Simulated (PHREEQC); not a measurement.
1 kg of water meets 20 L of dry gas (CO2 0.48, H2S 0.52 by moles) at fixed total pressure, at 1 atm; fugacities by Peng-Robinson. The gases take part in no redox reaction, some water evaporates into the gas, and hydrates or a liquid gas phase aren't modelled. Nothing may precipitate in this run.

Computed with PHREEQC (ion-association model, phreeqc.dat).

```tsv
T (°C)	dissolved CO2 (all carbonate carbon) (mol/kgw)	φ of CO2	p of CO2 (atm)	dissolved H2S (mol/kgw)	φ of H2S	p of H2S (atm)
10	0.0266	0.994	0.497	0.0661	0.991	0.491
20	?	0.994	0.486	0.0492	0.992	0.490
30	?	0.995	0.473	0.0381	0.992	0.484
40	?	0.995	0.456	0.0303	0.993	0.471
50	?	0.996	0.430	0.0245	0.994	0.447
60	0.00647	0.996	0.392	0.0198	0.994	0.410
70	0.00482	0.997	0.337	0.0155	0.995	0.355
80	0.00328	0.998	0.258	0.0112	0.996	0.274
```

Question: Some entries are withheld; supply them.

Answer: 
- 20, dissolved CO2 (all carbonate carbon) (mol/kgw): 0.0190
- 30, dissolved CO2 (all carbonate carbon) (mol/kgw): 0.0141
- 40, dissolved CO2 (all carbonate carbon) (mol/kgw): 0.0108
- 50, dissolved CO2 (all carbonate carbon) (mol/kgw): 0.00839

Complexes and solids missing from the database can't appear. Away from 25 °C the constants follow the database's enthalpies or fits; those with neither stay at their 25 °C values.
